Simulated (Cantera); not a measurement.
Source: NASA polynomial tables (part measured, part estimated), evaluated in Cantera. Values are per mole of reaction as written; species without (g) are pure solids or liquids, kept so even where they would boil at 1 bar.

O2(g) + 2 SrCl2 → 2 SrO + 2 Cl2(g)

```json
[
 {"T (K)": "1798", "ΔH° (kJ)": "361.9", "ΔS° (J/K)": "14.5", "ΔG° (kJ)": "335.9", "log10 K": "-9.76"},
 {"T (K)": "1898", "ΔH° (kJ)": "357.3", "ΔS° (J/K)": "12.0", "ΔG° (kJ)": "334.5", "log10 K": "-9.21"},
 {"T (K)": "1998", "ΔH° (kJ)": "___", "ΔS° (J/K)": "___", "ΔG° (kJ)": "___", "log10 K": "___"},
 {"T (K)": "2098", "ΔH° (kJ)": "348.6", "ΔS° (J/K)": "7.6", "ΔG° (kJ)": "332.6", "log10 K": "-8.28"},
 {"T (K)": "2198", "ΔH° (kJ)": "___", "ΔS° (J/K)": "___", "ΔG° (kJ)": "___", "log10 K": "___"},
 {"T (K)": "2298", "ΔH° (kJ)": "340.5", "ΔS° (J/K)": "3.9", "ΔG° (kJ)": "331.5", "log10 K": "-7.53"},
 {"T (K)": "2398", "ΔH° (kJ)": "___", "ΔS° (J/K)": "___", "ΔG° (kJ)": "___", "log10 K": "___"},
 {"T (K)": "2498", "ΔH° (kJ)": "___", "ΔS° (J/K)": "___", "ΔG° (kJ)": "___", "log10 K": "___"}
]
```

**Question.** Some entries are withheld; supply them.

**Answer.** 
- 1998, ΔH° (kJ): 352.9
- 1998, ΔS° (J/K): 9.7
- 1998, ΔG° (kJ): 333.5
- 1998, log10 K: -8.72
- 2198, ΔH° (kJ): 344.5
- 2198, ΔS° (J/K): 5.7
- 2198, ΔG° (kJ): 331.9
- 2198, log10 K: -7.89
- 2398, ΔH° (kJ): 336.7
- 2398, ΔS° (J/K): 2.3
- 2398, ΔG° (kJ): 331.1
- 2398, log10 K: -7.21
- 2498, ΔH° (kJ): 333.0
- 2498, ΔS° (J/K): 0.8
- 2498, ΔG° (kJ): 331.0
- 2498, log10 K: -6.92
